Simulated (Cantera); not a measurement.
A closed system holds: 1 mol Al₂O₃, 28 mol HCl, 0.26 mol O₂, at 1027 °C.

Cantera equilibrium calculation (NASA polynomials, part measured and part estimated; ideal gas, pure solids and liquids). Candidate condensed phases: Al, AlCl₃, Al₂O₃, H₂O; 29 gas species. Rates play no part.

x: gas mole fraction; n: condensed amount in mol.

```
P (Pa)  x HCl     x Cl   x H₂O     x Cl₂      x O₂  n Al₂O₃(s)
------  -----  -------  ------  --------  --------  ----------
1       0.946   0.0361  0.0181   8.48e-5   6.93e-5       1.000
3.60    0.947   0.0351  0.0178         …         …       1.000
13      0.949   0.0326  0.0172  0.000898  0.000532       1.000
46      0.952        …  0.0164         …         …       1.000
170     0.956   0.0217  0.0160   0.00520   0.00115       1.000
600     0.959   0.0151  0.0164   0.00888  0.000990       1.000
2200    0.960  0.00938  0.0173    0.0126  0.000597       1.000
7700    0.961  0.00551  0.0180    0.0152  0.000270       1.000
28000   0.962  0.00304  0.0184    0.0168   9.47e-5       0.999
100000  0.962  0.00165  0.0187    0.0177   2.99e-5       0.998
```

### Question
Complete the blanks.

### Answer

- 46, x Cl: 0.0281
- 46, x Cl₂: 0.00236
- 46, x O₂: 0.000936
- 3.60, x Cl₂: 0.000288
- 3.60, x O₂: 0.000214
